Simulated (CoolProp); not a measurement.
Vapour-liquid equilibrium of dimethyl ether (1) + R236FA (2) at 0.266 bar; x and y are mole fractions of (1).

Values from CoolProp's multi-fluid Helmholtz-energy mixture model, Wu 2011 and Pan 2012; pair parameters Bell 2016.

Problem. Give the bubble temperature and the first vapour's composition at x = 0.45, 0.65, 0.85. Is there an azeotrope?

Solution. x = 0.45: 236.7 K, y = 0.686; x = 0.65: 230.6 K, y = 0.894; x = 0.85: 224.7 K, y = 0.980. No azeotrope shows between x = 0.05 and 0.95.

Pair parameters are fitted to limited data, so mixtures are less certain than the pure fluids.
